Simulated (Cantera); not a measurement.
An adiabatic, constant-pressure homogeneous reactor starts with 8.03 % CH4, 7.65 % O2, 84.3 % N2, at 1650 K and 100000 Pa.

Model: GRI-Mech 3.0 (53 species, 325 reactions), integrated in Cantera.

x: mole fraction; the columns are a selection and need not sum to one.

| t (s) | T (K) | x CH4 | x O2 | x NO2 | x HO2 | x C2H4 | x H | x H2O |
|---|---|---|---|---|---|---|---|---|
| 1.00e-6 | 1650 | 0.0803 | 0.0765 | <1e-12 | 1.26e-7 | <1e-12 | 1.21e-7 | 4.74e-8 |
| 3.51e-6 | 1650 | 0.0803 | 0.0765 | <1e-12 | 4.34e-7 | 2.53e-11 | 1.30e-7 | 4.17e-7 |
| 1.23e-5 | 1650 | 0.0803 | 0.0765 | <1e-12 | 1.40e-6 | 2.13e-9 | 1.40e-7 | 2.23e-6 |
| 4.33e-5 | 1650 | 0.0802 | 0.0764 | <1e-12 | 3.42e-6 | 1.36e-7 | 1.85e-7 | 1.47e-5 |
| 0.000152 | 1650 | 0.0799 | 0.0763 | <1e-12 | 4.35e-6 | 9.23e-6 | 5.04e-7 | 0.000145 |
| 0.000534 | 1661 | 0.0745 | 0.0736 | 1.99e-12 | 2.23e-5 | 0.000660 | 8.10e-6 | 0.00318 |
| 0.00187 | 2166 | 0.000643 | 3.37e-7 | 6.95e-11 | 1.97e-10 | 3.46e-6 | 0.00112 | 0.0653 |
| 0.00658 | 2159 | [?] | [?] | 1.62e-10 | 1.40e-10 | [?] | 0.00115 | 0.0592 |
| 0.0231 | 2157 | [?] | 3.10e-7 | 2.32e-10 | 1.63e-10 | 8.85e-12 | 0.00129 | 0.0583 |
| 0.0811 | 2157 | 1.62e-11 | 3.29e-7 | 9.94e-11 | 1.73e-10 | <1e-12 | 0.00132 | 0.0584 |
| 0.285 | 2157 | 1.33e-11 | 3.30e-7 | 3.58e-11 | 1.73e-10 | <1e-12 | 0.00132 | 0.0584 |
| 1.00 | 2157 | 1.30e-11 | 3.31e-7 | 2.44e-11 | 1.74e-10 | <1e-12 | 0.00132 | 0.0584 |

What belongs in the gaps?


- 0.00658, x CH4: 0.000140
- 0.00658, x O2: 2.60e-7
- 0.00658, x C2H4: 1.92e-7
- 0.0231, x CH4: 1.89e-8
